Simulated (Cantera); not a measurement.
An isothermal, constant-pressure homogeneous reactor starts with 55.8 % NH₃, 44.2 % N₂, at 1975 K and 21000 Pa.

Cantera simulation using the gas-phase N/H chemistry of the illustrative SiF4/NH3 mechanism in the Surface Chemkin manual (1991); the numbers are that mechanism's predictions, not measurements. Walls and surfaces, which speed up NH3 decomposition in real reactors, are not modelled.

x: mole fraction; the columns are a selection and need not sum to one.

| t (s) | x NH₃ | x N₂H₄ | x NH | x H₂ | x NH₂ |
|---|---|---|---|---|---|
| 5.00e-6 | 0.558 | 8.03e-12 | 3.37e-10 | 4.34e-6 | 9.05e-6 |
| 1.46e-5 | 0.558 | 8.29e-11 | 3.94e-9 | 1.34e-5 | 2.72e-5 |
| 4.29e-5 | 0.558 | 7.54e-10 | ___ | ___ | ___ |
| 0.000126 | 0.558 | 6.46e-9 | 5.68e-7 | 0.000122 | 0.000233 |
| 0.000368 | 0.557 | 4.55e-8 | 3.11e-6 | 0.000454 | 0.000618 |
| 0.00108 | 0.555 | 1.13e-7 | ___ | ___ | 0.000974 |
| 0.00316 | 0.548 | 1.11e-7 | 7.15e-6 | 0.00907 | 0.000963 |
| 0.00926 | 0.528 | 9.44e-8 | 8.51e-6 | 0.0282 | 0.000889 |
| 0.0271 | 0.475 | 7.15e-8 | 1.00e-5 | 0.0790 | 0.000774 |
| 0.0795 | 0.356 | 4.41e-8 | 1.05e-5 | 0.194 | 0.000608 |
| 0.233 | 0.171 | 1.59e-8 | 8.82e-6 | 0.372 | 0.000365 |
| 0.683 | 0.0304 | 1.51e-9 | 4.98e-6 | 0.507 | 0.000113 |
| 2.00 | 0.000493 | 3.62e-12 | 7.49e-7 | 0.535 | 5.52e-6 |

Problem. Complete the blanks.

Solution. 
- 4.29e-5, x NH: 5.11e-8
- 4.29e-5, x H₂: 4.02e-5
- 4.29e-5, x NH₂: 8.03e-5
- 0.00108, x NH: 6.23e-6
- 0.00108, x H₂: 0.00236
